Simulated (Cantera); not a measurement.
An adiabatic, constant-volume homogeneous reactor starts with CO : H₂ : O₂ : N₂ : H₂O = 1 : 0.24 : 1.05 : 3.95 : 0.54 (molar parts), at 1298 K and 150000 Pa.

Model: GRI-Mech 3.0 (53 species, 325 reactions), integrated in Cantera.

One state of this run: T (K) = 2604; P (bar) = 2.78; x CO = 0.0201; x H₂ = 0.00257; x O₂ = 0.0683; x NO₂ = 1.06e-5; x O = 0.00374; x HO₂ = 1.11e-5; x OH = 0.0124. x: mole fraction; the columns are a selection and need not sum to one.

**Question.** Which value of t (s) does it belong to?
A) 2.55e-5
B) 5.77e-5
C) 0.000130
D) 0.200

**Answer.** D, 0.200
